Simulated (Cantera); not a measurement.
Feed: 1 mol Al2O3, 4.4 mol Cl2, 1.9 mol N2, equilibrated at 1.33 mbar.

These are equilibrium values from Cantera (NASA tables, ideal gas, pure condensed phases), not measurements of a reactor. Candidate condensed phases: Al, AlCl3, AlN, Al2O3; 24 gas species. The tables' values for AlCl2 are old estimates; treat these amounts as uncertain. Condensed phases not in the tables: AlOCl. The numbers say what is thermodynamically allowed, not how fast it happens.

log p: log10 of the partial pressure in bar; n: condensed amount in mol.

```json
[
 {"T (K)": "775", "log p Cl": "-6.80", "log p Cl2": "-3.03", "log p N2": "-3.40", "log p AlCl3": "…", "n Al2O3(s)": "1.000"},
 {"T (K)": "875", "log p Cl": "-5.85", "log p Cl2": "-3.03", "log p N2": "-3.40", "log p AlCl3": "…", "n Al2O3(s)": "1.000"},
 {"T (K)": "975", "log p Cl": "-5.09", "log p Cl2": "-3.03", "log p N2": "-3.40", "log p AlCl3": "…", "n Al2O3(s)": "1.000"},
 {"T (K)": "1075", "log p Cl": "-4.48", "log p Cl2": "-3.04", "log p N2": "-3.40", "log p AlCl3": "…", "n Al2O3(s)": "0.999"},
 {"T (K)": "1175", "log p Cl": "-3.98", "log p Cl2": "-3.08", "log p N2": "-3.41", "log p AlCl3": "…", "n Al2O3(s)": "0.997"},
 {"T (K)": "1275", "log p Cl": "-3.58", "log p Cl2": "-3.15", "log p N2": "-3.44", "log p AlCl3": "…", "n Al2O3(s)": "0.991"},
 {"T (K)": "1375", "log p Cl": "-3.29", "log p Cl2": "-3.32", "log p N2": "-3.49", "log p AlCl3": "…", "n Al2O3(s)": "0.980"},
 {"T (K)": "1475", "log p Cl": "-3.11", "log p Cl2": "-3.60", "log p N2": "-3.55", "log p AlCl3": "-5.05", "n Al2O3(s)": "0.970"},
 {"T (K)": "1575", "log p Cl": "-3.02", "log p Cl2": "-3.99", "log p N2": "-3.59", "log p AlCl3": "-5.07", "n Al2O3(s)": "0.968"},
 {"T (K)": "1675", "log p Cl": "-2.98", "log p Cl2": "-4.42", "log p N2": "-3.61", "log p AlCl3": "…", "n Al2O3(s)": "0.973"},
 {"T (K)": "1775", "log p Cl": "-2.97", "log p Cl2": "-4.84", "log p N2": "-3.62", "log p AlCl3": "…", "n Al2O3(s)": "0.979"},
 {"T (K)": "1875", "log p Cl": "-2.97", "log p Cl2": "-5.23", "log p N2": "-3.62", "log p AlCl3": "…", "n Al2O3(s)": "0.983"}
]
```

**Question.** Complete the blanks.

**Answer.** 
- 775, log p AlCl3: -9.09
- 875, log p AlCl3: -7.99
- 975, log p AlCl3: -7.12
- 1075, log p AlCl3: -6.42
- 1175, log p AlCl3: -5.87
- 1275, log p AlCl3: -5.44
- 1375, log p AlCl3: -5.16
- 1675, log p AlCl3: -5.16
- 1775, log p AlCl3: -5.28
- 1875, log p AlCl3: -5.39
